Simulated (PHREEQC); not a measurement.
A made-up water analysis in mg/L, 25 °C, pH 6.26, pe 8.2:

```csv
constituent,mg/L
Na,2.27
K,2.36
Ca,7.59
Mg,0.536
Cl,5.09
S(6) as SO4,10.8
Alkalinity as HCO3,13.6
Pb,0.0382
N(5) as NO3,0.0037
Br,0.0489
Cd,0.239
Li,0.0106
```

Valence states are taken as typed.

All values are PHREEQC results (ion-association model, phreeqc.dat), not measurements.

No solid was allowed to form.

Q: Predict the charge-balance error.

A: charge-balance error -0.3 %.

Q: In which forms is Mg present?

A: Mg+2 98 %, MgSO4 1.9 % of the Mg.

Complexes and solids missing from the database can't appear.
